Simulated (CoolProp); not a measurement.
A Linde-Hampson liquefier for CF4 (R14): isothermal reversible compression at 320 K from 1 atm to 5 MPa, throttling to 1 atm, return gas leaving the recuperator 0 K below the feed. Each further row changes one setting.

Model: reference Helmholtz-energy equation of state, Platzer 1990, in CoolProp. This equation is an older, rougher fit; its heat capacities, sound speeds and derivatives of the liquid may be far off and weren't checked against measurements.

```tsv
case	liquid yield per pass	compression work (kJ/kg of gas)
as stated	0.072	114
high pressure 10 MPa	?	?
warm-end temperature 350 K	?	?
warm-end gap 5 K	?	114
```

**Question.** Fill in the missing entries.

**Answer.** 
- high pressure 10 MPa, liquid yield per pass: 0.145
- high pressure 10 MPa, compression work (kJ/kg of gas): 131
- warm-end temperature 350 K, liquid yield per pass: 0.054
- warm-end temperature 350 K, compression work (kJ/kg of gas): 126
- warm-end gap 5 K, liquid yield per pass: 0.058
